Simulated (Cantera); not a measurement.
Cantera with NASA thermochemical tables; ideal gases at 1 bar, condensed phases pure. Values are per mole of reaction as written; species without (g) are pure solids or liquids, kept so even where they would boil at 1 bar. VN: taken at fixed stoichiometry.

3 VO2(g) + 3 H(g) + VN = NH3(g) + 2 V2O3

```tsv
T (K)	ΔH° (kJ)	ΔS° (J/K)	ΔG° (kJ)	log10 K
300	-2222.4	-788.0	-1986.0	345.79
625	-2213.7	-769.1	-1733.0	144.83
650	-2212.8	-767.8	-1713.8	137.72
675	-2211.9	-766.4	-1694.6	131.13
700	…	…	…	…
725	-2210.1	-763.9	-1656.3	119.33
750	-2209.2	-762.6	-1637.2	114.03
775	…	…	…	…
800	-2207.3	-760.1	-1599.2	104.41
825	-2206.3	-758.9	-1580.2	100.05
850	-2205.3	-757.7	-1561.2	95.94
```

Q: Some entries are withheld; supply them.

A: 
- 700, ΔH° (kJ): -2211.0
- 700, ΔS° (J/K): -765.1
- 700, ΔG° (kJ): -1675.4
- 700, log10 K: 125.02
- 775, ΔH° (kJ): -2208.2
- 775, ΔS° (J/K): -761.4
- 775, ΔG° (kJ): -1618.2
- 775, log10 K: 109.06
